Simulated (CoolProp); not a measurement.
Values from CoolProp's reference Helmholtz-energy equation of state, Lemmon 2013.

**Question.** For propylene, give the phase and the Joule-Thomson coefficient (K/MPa), isothermal compressibility (1/MPa), Prandtl number at 78.15 °C and 5.96 bar; 87.55 °C and 5.96 bar; 125.05 °C and 5.96 bar.

**Answer.** 
- 78.15 °C and 5.96 bar: gas; Joule-Thomson coefficient 11.1, isothermal compressibility 1.77, Prandtl number 0.782
- 87.55 °C and 5.96 bar: gas; Joule-Thomson coefficient 10.3, isothermal compressibility 1.76, Prandtl number 0.778
- 125.05 °C and 5.96 bar: gas; Joule-Thomson coefficient 7.71, isothermal compressibility 1.74, Prandtl number 0.765

Viscosity comes from a separate model (Huber 2003), an estimate that may be off by 10 % or more. Thermal conductivity comes from a separate model (Huber 2003), an estimate that may be off by 10 % or more.
